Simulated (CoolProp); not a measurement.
Saturated liquid density (kg/m³) of n-perfluorohexane: the reference equation beside estimates from Tc = 448.0 K, pc = 17.42 bar, ω = 0.497.

Values from CoolProp's reference Helmholtz-energy equation of state, Gao 2022.

```csv
T (K),reference,van der Waals,Redlich-Kwong,Soave-Redlich-Kwong,Peng-Robinson
232.4,1860,1025,___,1596,1793
237.7,1845,1018,1509,___,1783
242.9,___,1011,1497,1577,1773
248.2,1816,1004,1485,1567,1762
253.5,1802,996.4,1472,1556,1751
258.7,1787,___,1459,1546,___
264,1773,___,1446,___,1728
269.2,1758,973.7,1433,1524,1716
274.5,1743,965.7,1419,1512,1704
```

Task: What belongs in the gaps?

Result: 
- 232.4, Redlich-Kwong: 1520
- 237.7, Soave-Redlich-Kwong: 1586
- 242.9, reference: 1831
- 258.7, van der Waals: 989.0
- 258.7, Peng-Robinson: 1740
- 264, van der Waals: 981.3
- 264, Soave-Redlich-Kwong: 1535

Absolute difference from the reference over all 9 rows, mean and median: van der Waals 44.7 and 44.7 %, Redlich-Kwong 18.3 and 18.3 %, Soave-Redlich-Kwong 13.7 and 13.7 %, Peng-Robinson 2.9 and 2.8 %.
